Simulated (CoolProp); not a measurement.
The fluid at 450.97 K and 5.21 MPa flows at 22 m/s in a round tube of 20 mm bore and 0.25 µm roughness, fully developed (64/Re and Nu = 3.66 if laminar; Colebrook and Gnielinski if turbulent). The same conditions are run with several fluids, on thermodynamics alone (safety and materials aside).

Model: reference Helmholtz-energy equation of state of each fluid (R143a: Lemmon and Jacobsen 2000; R407C: Lemmon 2003; n-butane: Bücker 2006; propane: Lemmon 2009; CF4 (R14): Platzer 1990), in CoolProp. The equations of Platzer and Polt are older, rougher fits. Blends and air are pseudo-pure fits.

```
fluid      Reynolds number  Darcy friction factor  pressure drop (Pa/m)  heat-transfer coefficient (W/(m² K))  mass flow (kg/h)
---------  ---------------  ---------------------  --------------------  ------------------------------------  ----------------
R143a              3120000                 0.0102                 18000                                  6200              3620
R407C              2900000                 0.0103                 18300                                  5410              3650
n-butane           4220000                0.00989                 23900                                 25900              4980
propane            2400000                 0.0106                 10200                                  6800              1990
CF4 (R14)          2110000                 0.0107                 16100                                  3560              3080
```

Transport values come from each fluid's own correlations; those of R143a, CF4 (R14) are estimates that may be off by 10 % or more.
